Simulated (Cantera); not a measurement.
A diamond (100) surface in a fixed gas of H2 with x(CH4) = 0.017, x(CH3) = 6.5e-05, at 1200 K, 0.0118 atm; coverages are run to steady state.

Cantera simulation using the Harris–Goodwin 1993 mechanism for the reconstructed diamond (100) surface; the numbers are that mechanism's predictions, not measurements.

θ: site fractions in the mechanism's names (c6HH fully hydrogenated, c6H* and c6*H radical sites, c6** diradical, c6HM methylated).

| x(H) | growth (µm/h) | θ c6HH | θ c6H* | θ c6*H | θ c6** | θ c6HM |
|---|---|---|---|---|---|---|
| 0.0001 | 0.00738 | 0.617 | 0.0273 | 0.350 | 0.00511 | ___ |
| 0.0002 | 0.0171 | 0.545 | 0.0321 | 0.411 | 0.00975 | ___ |
| 0.00038 | 0.0301 | 0.501 | 0.0350 | 0.448 | 0.0151 | ___ |
| 0.00075 | 0.0467 | 0.471 | 0.0367 | 0.470 | 0.0206 | 0.000250 |
| 0.0015 | 0.0664 | 0.455 | 0.0376 | 0.482 | 0.0250 | 0.000270 |
| 0.0029 | 0.0911 | 0.446 | 0.0381 | 0.487 | 0.0277 | 0.000277 |
| 0.0056 | 0.129 | 0.442 | 0.0383 | 0.490 | 0.0294 | 0.000272 |
| 0.011 | 0.190 | 0.439 | 0.0384 | 0.492 | 0.0303 | 0.000254 |
| 0.022 | 0.286 | 0.438 | 0.0385 | 0.492 | 0.0309 | ___ |

Complete the blanks.


- 0.0001, θ c6HM: 0.000145
- 0.0002, θ c6HM: 0.000185
- 0.00038, θ c6HM: 0.000220
- 0.022, θ c6HM: 0.000219
